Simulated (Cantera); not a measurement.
## Thermodynamics of silicon carbide growth, feed SiH4 + C2H4 + H2

Charge: 1 mol SiH4, 0.35 mol C2H4, 3.3 mol H2, at 0.430 bar.

Cantera equilibrium calculation (NASA polynomials, part measured and part estimated; ideal gas, pure solids and liquids). Candidate condensed phases: C, C6H6, C7H8, C8H18, Si, SiC; 87 gas species. Mutual solubility and eutectic melting of coexisting phases are not modelled. Gases not in the tables: Si2H6 and higher silanes. Equilibrium is a limit: real reactors are often held back by kinetics, nucleation or transport.

From 1450 K to 1650 K the condensed part is Si(s) + SiC(s). From 1750 K to 2550 K the condensed part is Si(l) + SiC(s). The main Si-bearing gas is SiH2 at 1450 K and Si at 2550 K.

```
T (K)  log p H2  log p H  log p Si  log p Si2C  log p SiH  log p SiH2  log p C2H2 (acetylene)  log p Si2  n Si(s)  n SiC(s)  n Si(l)
-----  --------  -------  --------  ----------  ---------  ----------  ----------------------  ---------  -------  --------  -------
1450      -0.37    -5.21     -8.51      -11.51      -8.10       -6.48                  -10.13     -11.57    0.300     0.700        0
1550      -0.37    -4.69     -7.48      -10.13      -7.24       -5.92                   -9.27     -10.22    0.300     0.700        0
1650      -0.37    -4.22     -6.57       -8.93      -6.49       -5.43                   -8.52      -9.04    0.300     0.700        0
1750      -0.37    -3.82     -5.82       -7.92      -5.89       -5.05                   -7.75      -8.11        0     0.700    0.300
1850      -0.37    -3.45     -5.19       -7.05      -5.38       -4.74                   -6.99      -7.35        0     0.700    0.300
1950      -0.37    -3.12     -4.62       -6.28      -4.92       -4.47                   -6.32      -6.66        0     0.700    0.299
2050      -0.37    -2.83     -4.11       -5.58      -4.51       -4.22                   -5.71      -6.05        0     0.700    0.298
2150      -0.37    -2.56     -3.65       -4.96      -4.14       -4.00                   -5.16      -5.49        0     0.700    0.294
2250      -0.37    -2.32     -3.23       -4.39      -3.81       -3.80                   -4.66      -4.98        0     0.699    0.287
2350      -0.38    -2.09     -2.84       -3.87      -3.50       -3.62                   -4.20      -4.52        0     0.696    0.271
2450      -0.38    -1.89     -2.49       -3.39      -3.23       -3.45                   -3.79      -4.10        0     0.688    0.237
2550      -0.40    -1.70     -2.16       -2.95      -2.97       -3.31                   -3.42      -3.71        0     0.668    0.168
```
log p: log10 of the partial pressure in bar; n: condensed amount in mol.
